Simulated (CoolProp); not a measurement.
A single-stage vapour-compression cycle with R21: evaporating at 294.15 K (dew point), condensing at 344.15 K (bubble point), superheat 5 K, subcooling 5 K, compressor efficiency 0.9, no pressure losses. Each further row changes one setting.

Computed with CoolProp (reference Helmholtz-energy equation of state, Platzer 1990). This equation is an older, rougher fit; its heat capacities, sound speeds and derivatives of the liquid may be far off and weren't checked against measurements.

```json
[
 {"case": "as stated", "cooling COP": "…", "pressure ratio": "4.35", "discharge temperature (K)": "373.6", "refrigerating effect (kJ/kg)": "187", "volumetric capacity (kJ/m³)": "1290"},
 {"case": "evaporating temperature 299.15 K", "cooling COP": "5.26", "pressure ratio": "3.66", "discharge temperature (K)": "…", "refrigerating effect (kJ/kg)": "189", "volumetric capacity (kJ/m³)": "…"},
 {"case": "condensing temperature 339.15 K", "cooling COP": "5.19", "pressure ratio": "3.84", "discharge temperature (K)": "…", "refrigerating effect (kJ/kg)": "193", "volumetric capacity (kJ/m³)": "1330"},
 {"case": "subcooling 10 K", "cooling COP": "4.72", "pressure ratio": "4.35", "discharge temperature (K)": "373.6", "refrigerating effect (kJ/kg)": "193", "volumetric capacity (kJ/m³)": "1330"},
 {"case": "superheat 15 K", "cooling COP": "4.56", "pressure ratio": "4.35", "discharge temperature (K)": "384.4", "refrigerating effect (kJ/kg)": "193", "volumetric capacity (kJ/m³)": "…"},
 {"case": "compressor efficiency 0.8", "cooling COP": "…", "pressure ratio": "4.35", "discharge temperature (K)": "…", "refrigerating effect (kJ/kg)": "187", "volumetric capacity (kJ/m³)": "1290"}
]
```

Question: Some entries are withheld; supply them.

Answer: 
- as stated, cooling COP: 4.58
- evaporating temperature 299.15 K, discharge temperature (K): 370.4
- evaporating temperature 299.15 K, volumetric capacity (kJ/m³): 1530
- condensing temperature 339.15 K, discharge temperature (K): 366.8
- superheat 15 K, volumetric capacity (kJ/m³): 1280
- compressor efficiency 0.8, cooling COP: 4.07
- compressor efficiency 0.8, discharge temperature (K): 380.5
